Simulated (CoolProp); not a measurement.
Vapour-liquid equilibrium of CH2F2 (R32) (1) + R236FA (2) at 0.424 MPa; x and y are mole fractions of (1).

The numbers come from the multi-fluid Helmholtz-energy mixture model, Tillner-Roth 1997 and Pan 2012; pair parameters Bell 2016 in CoolProp.

| x | bubble temperature (°C) | y at the bubble point | dew temperature at overall composition x (°C) | liquid density (mol/L) |
|---|---|---|---|---|
| 0.05 | (withheld) | 0.186 | 37.5 | 9.005 |
| 0.2 | 18.0 | 0.563 | (withheld) | (withheld) |
| 0.35 | (withheld) | (withheld) | 27.3 | 11.62 |
| 0.5 | -1.9 | 0.863 | 21.0 | (withheld) |
| 0.65 | -8.2 | 0.923 | 13.4 | 15.04 |
| 0.8 | (withheld) | 0.963 | 3.5 | 17.34 |
| 0.95 | -17.5 | 0.992 | -11.5 | 20.29 |

Question: Some entries are withheld; supply them.

Answer: 
- 0.05, bubble temperature (°C): 33.2
- 0.2, dew temperature at overall composition x (°C): 32.7
- 0.2, liquid density (mol/L): 10.24
- 0.35, bubble temperature (°C): 6.6
- 0.35, y at the bubble point: 0.759
- 0.5, liquid density (mol/L): 13.18
- 0.8, bubble temperature (°C): -13.3

No azeotrope shows between x = 0.05 and 0.95.

Pair parameters are fitted to limited data, so mixtures are less certain than the pure fluids.
